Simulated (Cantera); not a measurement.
An isothermal, constant-pressure homogeneous reactor starts with NO : N2 = 1 : 1.6 (molar parts), at 1650 K and 0.0660 bar.

Computed with Cantera and GRI-Mech 3.0 (53 species, 325 reactions).

### Question
Predict: x(NO) at 100 s; x(N2O) at 100 s; x(N2) at 100 s; x(O) at 100 s; x(O2) at 100 s; x(NO2) at 100 s.

### Answer
```
Quantity                                           Result
---------------  ----------------------------------------
x(NO) at 100 s      0.292 (gas-phase equilibrium 0.00231)
x(N2O) at 100 s   2.87e-5 (gas-phase equilibrium 3.55e-8)
x(N2) at 100 s        0.662 (gas-phase equilibrium 0.807)
x(O) at 100 s     2.30e-5 (gas-phase equilibrium 4.43e-5)
x(O2) at 100 s       0.0462 (gas-phase equilibrium 0.191)
x(NO2) at 100 s  0.000123 (gas-phase equilibrium 2.00e-6)
```
